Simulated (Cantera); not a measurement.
Feed: 1 mol Al, a varied amount of H2O, 9.3 mol N2, at 673.15 K and 100000 Pa.

Cantera equilibrium calculation (NASA polynomials, part measured and part estimated; ideal gas, pure solids and liquids). Candidate condensed phases: Al, AlN, Al2O3, H2O; 35 gas species. Rates play no part.

At 1.1 mol H2O, list the 3 most abundant gas species with their mole fractions, and the condensed phases.

N2 0.893, H2 0.107, NH3 0.000441. Condensed: AlN(s) + Al2O3(s).
